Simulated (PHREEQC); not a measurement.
PHREEQC input (ion-association model, phreeqc.dat):

```
SOLUTION 1
  temp 25
  units mol/kgw
  pH 7 charge
  F 0.075
  Na 0.052
SOLUTION 2
  temp 25
  units mol/kgw
  pH 7 charge
  S(6) 0.0042
  Cl 0.0026
  K 0.0026
END
SELECTED_OUTPUT 1
  -reset false
  -pH true
  -pe true
  -ionic_strength true
  -water true
  -totals Cl F K Na S S(-2) S(6)
  -molalities H+ Na+ K+ Cl- SO4-2 F- OH- O2 HSO4- S-2
    HS- H2S HF HF2- NaOH NaSO4- NaF KSO4-
  -saturation_indices Halite Sylvite
PRINT
  -reset false
MIX 1
  1 1
  2 0
EQUILIBRIUM_PHASES 1
  O2(g) -0.68 10
END
# ... the last block is repeated for the other 10 points of share of solution B
```

Selected output (columns that matter, 11 of 11 rows; share of solution B added in front):

```
share of solution B	pH	mu	Cl	F	K	Na	S	m_H+	m_Na+	m_K+	m_Cl-	m_SO4-2	si_Halite	si_Sylvite
0	3.4789	0.051461	0	0.075	0	0.052	0	0.00038938	0.051072	0	0	0	-1000	-1000
0.1	3.4538	0.047048	0.00026	0.0675	0.00026	0.0468	0.00042	0.00041078	0.046005	0.00025969	0.00026	0.0003723	-6.6612	-8.2455
0.2	3.4239	0.042635	0.00052	0.06	0.00052	0.0416	0.00084	0.00043806	0.04093	0.0005187	0.00052	0.00074891	-6.4047	-7.6373
0.3	3.3873	0.038226	0.00078	0.0525	0.00078	0.0364	0.00126	0.00047413	0.035845	0.00077698	0.00078	0.0011297	-6.2796	-7.2786
0.4	3.3413	0.033823	0.00104	0.045	0.00104	0.0312	0.00168	0.0005242	0.030751	0.0010344	0.00104	0.0015142	-6.2139	-7.0215
0.5	3.281	0.029438	0.0013	0.0375	0.0013	0.026	0.0021	0.0005985	0.025647	0.0012909	0.0013	0.001901	-6.1879	-6.8199
0.6	3.1976	0.025087	0.00156	0.03	0.00156	0.0208	0.00252	0.00072007	0.020535	0.0015464	0.00156	0.0022861	-6.1965	-6.653
0.7	3.0731	0.020824	0.00182	0.0225	0.00182	0.0156	0.00294	0.00095171	0.015413	0.0018008	0.00182	0.0026577	-6.2444	-6.5097
0.8	2.8668	0.016827	0.00208	0.015	0.00208	0.0104	0.00336	0.0015173	0.010284	0.0020543	0.00208	0.0029721	-6.3518	-6.3836
0.9	2.5285	0.013809	0.00234	0.0075	0.00234	0.0052	0.00378	0.003281	0.0051468	0.0023089	0.00234	0.0030728	-6.5922	-6.2723
1	2.1912	0.01255	0.0026	0	0.0026	0	0.0042	0.0071082	0	0.002567	0.0026	0.0028752	-1000	-6.1762
```
